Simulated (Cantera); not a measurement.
A closed system holds: 1 mol B, 0.014 mol HCl, 0.37 mol H2, at 1200 Pa.

Equilibrium computed with Cantera from the NASA thermochemical tables; the gas is ideal and each condensed phase is pure. Candidate condensed phases: B; 13 gas species. Gases not in the tables: BHCl2. The numbers say what is thermodynamically allowed, not how fast it happens. All values below are at 1150 K.

Base state: H2 0.964, HCl 0.0355, BCl3 0.000328 (mole fractions); condensed: B(s).

### Question
What changes in the equilibrium state with this change: pressure from 1200 Pa to 21000 Pa?

### Answer
```
species      before    after
---------  --------  -------
H2            0.964    0.966
HCl          0.0355   0.0331
BCl3       0.000328  0.00111
B(s), mol     1.000    1.000
```

### Question
What changes in the equilibrium state with this change: H2 from 0.37 to 0.074 mol?

### Answer
| species | before | after |
|---|---|---|
| H2 | 0.964 | 0.868 |
| HCl | 0.0355 | 0.118 |
| BCl3 | 0.000328 | 0.0141 |
| B(s), mol | 1.000 | 0.999 |
